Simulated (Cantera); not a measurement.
A perfectly stirred reactor is fed with CO : O₂ : H₂O : N₂ = 0.027 : 0.037 : 0.026 : 1 (molar parts), equivalence ratio 0.36, at 2.20 bar; it is held at 1375 K, and followed from long to short residence time.

Detailed kinetics in Cantera: GRI-Mech 3.0 (53 species, 325 reactions).

One state of this run: x CO = 0.000279; x O₂ = 0.0219; x H₂O = 0.0241; x NO₂ = 1.94e-8; x H₂O₂ = 6.30e-8. x: mole fraction; the columns are a selection and need not sum to one.

### Question
Which value of τ (s) does it belong to?
A) 0.00053
B) 0.20
C) 0.0038
D) 0.027

### Answer
B, 0.20
